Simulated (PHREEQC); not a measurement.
# Brine

Solution (28 °C): 0.64 mol HCl, 0.09 mol CaCl2 and 0.12 mol MgCl2 per kg of water. It is in equilibrium with CO2 at log p = -1 (atm). Otherwise closed; pH follows from the charge balance.

Equilibrium calculation in PHREEQC: Pitzer model, pitzer.dat.

Precipitation was switched off in this run.

**Question.** Predict the pH, osmotic coefficient, density.

**Answer.** pH 0.17; osmotic coefficient 1.019; density 1.024 g/cm³.

In brines, pH and single-ion activities rest on the MacInnes convention.
